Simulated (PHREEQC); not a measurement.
Solution (25 °C): 0.012 mol/kgw HF, 1 mol/kgw NaOH and 0.0031 mol/kgw NaCl. Closed to the air; pH follows from the charge balance.

All values are PHREEQC results (ion-association model, phreeqc.dat), not measurements.

| quantity | before | after |
|---|---|---|
| pH | 13.77 | 13.50 |
| SI of Halite (NaCl) | -4.43 | -5.01 |

**Question.** Which change was made?
A) diluted 100-fold with water
B) diluted 5-fold with water
C) NaCl from 0.0031 to 0.0155 mol/kgw
D) diluted 2-fold with water
E) HF left out

**Answer.** D, diluted 2-fold with water

No solid was allowed to form. The ionic strength passes 0.7 mol/kgw, the rough limit of the ion-association models, in before.
